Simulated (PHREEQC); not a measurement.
Solution (25 °C): 1.7 mmol/kgw CuSO4 and 0.057 mmol/kgw H2SO4. Closed to the air; pH follows from the charge balance.

Model: ion-association model, phreeqc.dat, run in PHREEQC.

**Question.** The ionic strength comes out as 0.00600 mol/kgw. What activity coefficients do Cu+2, SO4-2, HSO4-, H+ get?

**Answer.** Cu+2 0.73, SO4-2 0.72, HSO4- 0.92, H+ 0.93.

No solid was allowed to form.
